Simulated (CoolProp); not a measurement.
Benzene at 298.15 K and 0.199 MPa is throttled through a valve to 0.0949 MPa with no heat exchange. Each further row changes one setting.

Values from CoolProp's reference Helmholtz-energy equation of state, Thol 2012.

| case | temperature change (K) | final density (kg/m³) |
|---|---|---|
| as stated | +0.0 | 873 |
| outlet pressure 0.0285 MPa | +0.1 | 873 |
| outlet pressure 0.123 MPa | +0.0 | 874 |
